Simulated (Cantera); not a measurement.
Cantera run, input and output.

```python
import numpy as np
import cantera as ct

gas = ct.Solution("gri30.yaml")
gas.TPX = 1225, 840000, {'CO': 0.0096, 'O2': 0.003, 'H2O': 0.00041, 'N2': 0.13}
reactor = ct.IdealGasConstPressureReactor(gas, energy="off", clone=False)
net = ct.ReactorNet([reactor])
net.rtol, net.atol = 1e-08, 1e-18
show = ['CO', 'O2', 'H2O', 'H2O2', 'NO', 'H2']
times = np.geomspace(0.0001, 40, 15)

steps = ct.SolutionArray(gas, extra=["t"])
rows = []
print(f"{'t/s':>10s}{'T/K':>9s}{'P/Pa':>11s}" + "".join(f"{s:>11s}" for s in show))
for t in times:
    while net.time < t:
        t_next = net.step()
        steps.append(gas.state, t=t_next)
    rows.append([np.interp(t, steps.t, y) for y in (steps.T, steps.P, *steps(*show).X.T)])
    print(f"{t:10.3e}{rows[-1][0]:9.1f}{rows[-1][1]:11.4g}" + "".join(f"{x:11.3e}" for x in rows[-1][2:]))
rate = np.gradient(steps.T, steps.t)
print("integrator steps:", len(steps.t))
if steps.T.max() > steps.T[0] + 200:
    print(f"time of steepest temperature rise: {steps.t[rate.argmax()]:.4e} s")
gas.TPX = 1225, 840000, {'CO': 0.0096, 'O2': 0.003, 'H2O': 0.00041, 'N2': 0.13}
gas.equilibrate("TP")
print(f"equilibrium (TP): T = {gas.T:.1f} K  " + "  ".join(f"{s} {gas[s].X[0]:.3e}" for s in show))
```

It prints:

```
       t/s      T/K       P/Pa         CO         O2        H2O       H2O2         NO         H2
 1.000e-04   1225.0    8.4e+05  6.713e-02  2.098e-02  2.867e-03  4.054e-12  1.558e-15  4.884e-10
 2.513e-04   1225.0    8.4e+05  6.713e-02  2.098e-02  2.867e-03  8.198e-11  1.468e-14  5.504e-09
 6.314e-04   1225.0    8.4e+05  6.708e-02  2.095e-02  2.866e-03  1.892e-08  2.282e-12  2.118e-07
 1.587e-03   1225.0    8.4e+05  6.559e-02  2.020e-02  2.842e-03  6.339e-07  8.365e-10  2.038e-05
 3.986e-03   1225.0    8.4e+05  5.955e-02  1.716e-02  2.801e-03  8.745e-07  1.024e-08  6.885e-05
 1.002e-02   1225.0    8.4e+05  4.526e-02  9.937e-03  2.794e-03  6.304e-07  7.041e-08  9.701e-05
 2.517e-02   1225.0    8.4e+05  2.609e-02  3.157e-04  2.672e-03  6.920e-09  3.682e-07  2.450e-04
 6.325e-02   1225.0    8.4e+05  2.512e-02  3.642e-07  2.338e-03  8.468e-13  2.313e-07  5.898e-04
 1.589e-01   1225.0    8.4e+05  2.507e-02  5.120e-08  2.288e-03  4.538e-14  1.242e-07  6.400e-04
 3.993e-01   1225.0    8.4e+05  2.504e-02  1.131e-08  2.258e-03  4.668e-15  7.226e-08  6.700e-04
 1.003e+00   1225.0    8.4e+05  2.502e-02  2.836e-09  2.235e-03  5.285e-16  4.324e-08  6.927e-04
 2.521e+00   1225.0    8.4e+05  2.500e-02  9.213e-10  2.220e-03  4.252e-17  2.843e-08  7.083e-04
 6.335e+00   1225.0    8.4e+05  2.499e-02  4.278e-10  2.211e-03  3.555e-18  2.160e-08  7.172e-04
 1.592e+01   1225.0    8.4e+05  2.499e-02  2.002e-10  2.203e-03  1.029e-18  1.691e-08  7.243e-04
 4.000e+01   1225.0    8.4e+05  2.497e-02  3.056e-11  2.188e-03  1.067e-18  9.276e-09  7.397e-04
integrator steps: 2242
equilibrium (TP): T = 1225.0 K  CO 2.489e-02  O2 3.579e-16  H2O 2.109e-03  H2O2 3.451e-18  NO 1.062e-11  H2 8.190e-04
```

Cantera simulation using GRI-Mech 3.0 (53 species, 325 reactions); the numbers are that mechanism's predictions, not measurements. The temperature is held fixed by assumption; the heat of reaction is taken as removed at once.
